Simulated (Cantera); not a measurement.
Charge: 1 mol SF6, 0.21 mol SO2, 2.6 mol H2, equilibrated at 130000 Pa.

Method: chemical equilibrium by Gibbs-energy minimisation in Cantera with the NASA 1993 tables (ideal gas, pure condensed phases). Candidate condensed phases: H2O, H2SO4, S; 43 gas species. Equilibrium is a limit: real reactors are often held back by kinetics, nucleation or transport.

### Question
At 3273 K, list the 5 most abundant gas species with their mole fractions, and the condensed phases.

### Answer
HF 0.726, F 0.116, S 0.0700, SO 0.0433, S2 0.0230. Condensed: gas only.
